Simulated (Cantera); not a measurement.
What does this Cantera script print?

```python
import numpy as np
import cantera as ct

gas_names = """
    CL CL2 H HCL H2 N NH NH2 NH3 N2 N2H2 N2H4 Si SiCL SiCL2 SiCL3 SiCL4 SiH SiHCL3 SiH2 SiH2CL2 SiH3
    SiH3CL SiH4 SiN Si2 Si2N Si3
""".split()
cond_names = """
    NH4CL(a) NH4CL(b) Si(cr) Si(L) Si3N4(a)
""".split()


def load(file, names, dense=False):
    # The tables refer to 1 bar. Condensed volumes are neglected.
    table = {s.name: s for s in ct.Species.list_from_file(file)}
    out = []
    for n in names:
        d = dict(table[n].input_data)
        d["thermo"] = dict(d["thermo"], **{"reference-pressure": 1e5})
        if dense:
            d["equation-of-state"] = {"model": "constant-volume", "density": "1e6 g/cm^3"}
        out.append(ct.Species.from_dict(d))
    return out


gas = ct.Solution(thermo="ideal-gas", species=load("nasa_gas.yaml", gas_names))
cond = {s.name: ct.Solution(thermo="fixed-stoichiometry", species=[s], name=s.name)
        for s in load("nasa_condensed.yaml", cond_names, dense=True)}
atoms = {
    'SiHCl3': {'Si': 1, 'H': 1, 'CL': 3},
    'HCl': {'H': 1, 'CL': 1},
    'N2': {'N': 2},
}
top_T = {'Si3N4(a)': 2400}  # K; cautious upper limits of use, not melting points


def equilibrate(T, P, feed):
    n = {}
    for name, mol in feed.items():
        for a, k in atoms[name].items():
            n[a] = n.get(a, 0.0) + k * mol
    gas.TPX = T, P, n
    mass = sum(n.values()) * gas.mean_molecular_weight
    gas.equilibrate("TP")
    valid = [c for c in cond.values() if c.min_temp <= T <= top_T.get(c.name, c.max_temp)]
    mix = ct.Mixture([(gas, mass / gas.mean_molecular_weight)] + [(c, 0.0) for c in valid])
    mix.T, mix.P = T, P
    mix.equilibrate("TP", solver="vcs", rtol=1e-11, max_steps=5000)
    return mix


results = []
feed = {'SiHCl3': 1, 'HCl': 1.1, 'N2': 8.4}  # mol
P = 133.322  # Pa
for T in [800, 850, 900, 950, 1000, 1050, 1100, 1150, 1200, 1250, 1300]:
    mix = equilibrate(T, P, feed)
    results.append((T, P, feed, dict(zip(mix.species_names, mix.species_moles))))

top = {s: max(r[3][s] / sum(r[3][g] for g in gas_names) for r in results) for s in gas_names}
cols = sorted((s for s in top if top[s] > 1e-05), key=lambda s: -top[s])[:8]
seen = [c for c in cond_names if any(r[3].get(c, 0) > 1e-12 for r in results)]
print("log10 of partial pressures in bar; condensed amounts in mol")
print(f"{'T/K':>10s}" + "".join(f"{s[:9]:>10s}" for s in cols + seen))
for T, P, feed, n in results:
    ng = sum(n[g] for g in gas_names)
    print(f"{T:10.4g}" + "".join(f"{np.log10(max(n[s] / ng * P / 1e5, 1e-99)):10.3f}" for s in cols)
          + "".join(f"{n.get(c, 0):10.4g}" for c in seen))
```

Output:

```
log10 of partial pressures in bar; condensed amounts in mol
       T/K        N2       HCL     SiCL4        H2     SiCL2     SiCL3    SiHCL3        CL  Si3N4(a)
       800    -2.989    -3.721    -4.091    -4.435   -11.446    -8.791    -7.850   -13.026    0.1179
       850    -2.990    -3.707    -4.099    -4.472   -10.360    -8.155    -7.644   -12.158    0.1219
       900    -2.990    -3.697    -4.106    -4.506    -9.396    -7.590    -7.463   -11.386    0.1252
       950    -2.991    -3.688    -4.113    -4.537    -8.535    -7.086    -7.301   -10.695     0.128
      1000    -2.991    -3.680    -4.119    -4.565    -7.762    -6.632    -7.155   -10.073    0.1302
      1050    -2.991    -3.674    -4.125    -4.591    -7.064    -6.224    -7.025    -9.510    0.1319
      1100    -2.992    -3.669    -4.134    -4.613    -6.433    -5.855    -6.909    -8.998    0.1327
      1150    -2.992    -3.666    -4.147    -4.632    -5.860    -5.523    -6.807    -8.532    0.1316
      1200    -2.993    -3.664    -4.175    -4.646    -5.344    -5.231    -6.722    -8.108    0.1263
      1250    -2.994    -3.667    -4.231    -4.651    -4.885    -4.985    -6.664    -7.725    0.1119
      1300    -2.997    -3.677    -4.348    -4.637    -4.495    -4.808    -6.650    -7.388   0.08073
```

Method: chemical equilibrium by Gibbs-energy minimisation in Cantera with the NASA 1993 tables (ideal gas, pure condensed phases). N2 is the only nitrogen source here; it is nearly inert below about 1500 K, so the nitride shown seldom forms there in practice. The tables' values for SiCl3 are old estimates; treat these amounts as uncertain.
